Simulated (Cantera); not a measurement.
Input: 1 mol C3H8, 0.041 mol O2, held at 2498.15 K and 140 Pa.

These are equilibrium values from Cantera (NASA tables, ideal gas, pure condensed phases), not measurements of a reactor. Candidate condensed phases: C, C6H6, C7H8, C8H18, H2O; 110 gas species. Kinetics and transport are ignored.

Base state: H2 0.505, H 0.474, CO 0.0153, C2H2 (acetylene) 0.00542, C2H 0.000364, C3 0.000345, C 0.000116, C2 3.18e-5 (mole fractions); condensed: C(graphite).

### Question
What changes in the equilibrium state with this change: temperature from 2498.15 K to 1375 K?

### Answer
```csv
species,before,after
H2,0.505,0.980
CO,0.0153,0.0201
H,0.474,9.06e-5
C2H2 (acetylene),0.00542,1.74e-6
C2H,0.000364,<1e-9
C3,0.000345,<1e-9
C,0.000116,<1e-9
C2,3.18e-5,<1e-9
C4H2,2.40e-5,<1e-9
"C(graphite), mol",2.85,2.92
```
